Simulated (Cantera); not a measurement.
## Calcination and drying: CsOH + H₂ + H₂O

Input: 1 mol CsOH, 0.12 mol H₂, 0.019 mol H₂O, held at 750 Torr.

These are equilibrium values from Cantera (NASA tables, ideal gas, pure condensed phases), not measurements of a reactor. Candidate condensed phases: Cs, CsOH, H₂O; 15 gas species. Rates play no part.

```tsv
T (K)	log p H₂	log p CsOH	log p H₂O	log p Cs₂(OH)₂	n CsOH(l)
925	-0.07	-1.86	-0.87	-2.23	0.996
950	-0.08	-1.67	-0.88	-2.11	0.995
975	-0.08	-1.49	-0.88	-2.00	0.992
1000	-0.09	-1.32	-0.89	-1.89	0.989
1025	-0.10	-1.16	-0.90	-1.79	0.984
1050	-0.12	-1.01	-0.91	-1.69	0.978
1075	-0.14	-0.87	-0.93	-1.61	0.969
1100	-0.18	-0.73	-0.96	-1.52	0.955
1125	-0.22	-0.60	-0.98	-1.45	0.934
```
log p: log10 of the partial pressure in bar; n: condensed amount in mol.

From 925 K to 1125 K the condensed part is CsOH(l). The main Cs-bearing gas is CsOH throughout. The share of Cs in condensed phases is highest at 925 K (99.6 %) and lowest at 1125 K (93.4 %).
